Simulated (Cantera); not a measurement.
## Fluorocarbon and chlorocarbon gases: CF4 + HCl + H2

Input: 1 mol CF4, 0.054 mol HCl, 0.77 mol H2, at 100000 Pa.

These are equilibrium values from Cantera (NASA tables, ideal gas, pure condensed phases), not measurements of a reactor. Candidate condensed phases: C, C6H6, C7H8, C8H18; 118 gas species. Gases not in the tables: C2F6 and larger saturated fluorocarbons. Kinetics and transport are ignored.

From 975 K to 2175 K the condensed part is C(graphite). The main C-bearing gas is CF4 throughout. The share of C in condensed phases is highest at 1875 K (39.0 %) and lowest at 2175 K (37.2 %).

| T (K) | x HF | x CF4 | x HCl | x CF2 | x Cl | n C(graphite) |
|---|---|---|---|---|---|---|
| 975 | 0.697 | 0.278 | 0.0243 | 1.19e-10 | 6.79e-7 | 0.385 |
| 1075 | 0.697 | 0.278 | 0.0241 | 3.05e-9 | 5.17e-6 | 0.385 |
| 1175 | 0.698 | 0.278 | 0.0238 | 4.47e-8 | 2.78e-5 | 0.385 |
| 1275 | 0.698 | 0.278 | 0.0234 | 4.27e-7 | 0.000114 | 0.385 |
| 1375 | 0.699 | 0.277 | 0.0227 | 2.93e-6 | 0.000372 | 0.385 |
| 1475 | 0.699 | 0.277 | 0.0214 | 1.54e-5 | 0.00101 | 0.386 |
| 1575 | 0.700 | 0.276 | 0.0196 | 6.51e-5 | 0.00231 | 0.387 |
| 1675 | 0.702 | 0.274 | 0.0170 | 0.000231 | 0.00451 | 0.388 |
| 1775 | 0.703 | 0.272 | 0.0139 | 0.000708 | 0.00755 | 0.389 |
| 1875 | 0.704 | 0.270 | 0.0107 | 0.00192 | 0.0110 | 0.390 |
| 1975 | 0.704 | 0.266 | 0.00783 | 0.00467 | 0.0143 | 0.388 |
| 2075 | 0.702 | 0.261 | 0.00553 | 0.0104 | 0.0170 | 0.383 |
| 2175 | 0.697 | 0.251 | 0.00384 | 0.0211 | 0.0188 | 0.372 |
x: gas mole fraction; n: condensed amount in mol.
